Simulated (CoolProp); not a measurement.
Saturation properties of decamethyltetrasiloxane (MD2M).

Values from CoolProp's reference Helmholtz-energy equation of state, Thol 2017.

```csv
T (°C),p (kPa),liquid density (kg/m³),vapour density (kg/m³),enthalpy of vaporisation (kJ/kg),liquid cp (kJ/(kg K))
173.15,58.55,693.1,5.152,137.7,2.067
178.85,68.25,686.3,5.968,135.7,2.080
184.45,78.98,679.5,6.868,133.6,2.092
190.15,91.20,672.4,7.892,131.4,2.105
195.75,104.6,665.4,9.014,129.3,2.117
201.45,119.7,658.0,10.29,127.1,2.130
207.05,136.2,650.7,11.67,124.8,2.143
212.65,154.4,643.2,13.21,122.5,2.156
218.35,174.7,635.4,14.94,120.2,2.169
223.95,196.6,627.5,16.83,117.8,2.183
229.65,221.1,619.3,18.95,115.3,2.197
235.25,247.3,611.0,21.25,112.7,2.212
240.95,276.3,602.3,23.84,110.1,2.227
246.55,307.3,593.5,26.65,107.3,2.243
252.25,341.6,584.3,29.82,104.5,2.260
```

It boils at 194.4 °C under 1 atm.
